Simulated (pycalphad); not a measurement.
Computed with pycalphad from the COST 507 light-alloy database (1999), at 1 atm. The data set is of 1999 and partly superseded. Not assessed as a whole: an extrapolation from subsystems, which can miss ternary compounds. Amounts are mole fractions of atoms.

Problem. Give the equilibrium state of Ti-13.95Al-2.556C (wt.%) at 1450 K.

Solution. HCP_A3, fraction 0.760, with 17.6 Al, <0.01 C wt.%; FCC_A1, fraction 0.240, with <0.01 Al, 12.3 C wt.%.

Problem. Give the equilibrium state of Ti-13.95Al-2.556C (wt.%) at 1100 K.

Solution. 
```
T = 1100.00 K, P = 101325 Pa, N = 1 mol of atoms
G = -83978 J/mol, H = -18344 J/mol, S = 59.67 J/(mol K)  (SER reference)
chemical potentials (J/mol): Ti -58856, Al -111418, C -223238
phase             fraction      x(Ti)      x(Al)       x(C)
ALM_D019            0.7669     0.7275     0.2725       none
FCC_A1              0.2331     0.6310   1.17e-11     0.3690
```

Database names, with the compositions (at.%) that they take in these runs: ALM_D019: Ti 73 Al 27. FCC_A1 is fcc; HCP_A3 is hcp. An entry "none" or "no" means that the model of the phase leaves that element out. The fcc model also describes the rock-salt carbide or nitride (TiC, TiN, HfC).
